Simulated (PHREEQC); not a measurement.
Acid rinse or clean (model solution)

Consider water at 25 °C with 0.0099 mol/kgw HF, 0.012 mol/kgw AlCl3 and 0.033 mol/kgw CuCl2. Closed to the air; pH follows from the charge balance.

Equilibrium calculation in PHREEQC: ion-association model, phreeqc.dat.

Each row changes one thing in this solution. No solid was allowed to form.

```
case                                            pH  ionic strength (mol/kgw)  Cu+2 (mol/kgw)  CuCl+ (mol/kgw)  CuCl2 (mol/kgw)  HF (mol/kgw)
--------------------------------------------  ----  ------------------------  --------------  ---------------  ---------------  ------------
as made                                       2.10                     0.146          0.0301          0.00286          8.06e-5       6.67e-6
temperature from 25 to 80 °C                  2.10                     0.122          0.0183           0.0141         0.000563       1.60e-5
AlCl3 left out                                2.60                    0.0966          0.0303          0.00210          4.18e-5       0.00681
HF replaced by (CH3)4NF at the same molality  3.97                     0.146          0.0301          0.00286          8.07e-5       9.24e-8
CuCl2 from 0.033 to 0.0165 mol/kgw            2.09                     0.101          0.0154          0.00112          2.34e-5       6.45e-6
```

Some of these states are supersaturated (in Gibbsite (slow to form), for instance). (CH3)4N+ isn't in the database: it is added as a free cation with an ion size of 4 Å. At this temperature some constants are extrapolated from 25 °C, and those without enthalpy data are left unchanged. Fluoro complexes past AlF4- and FeF3 are missing from the database.
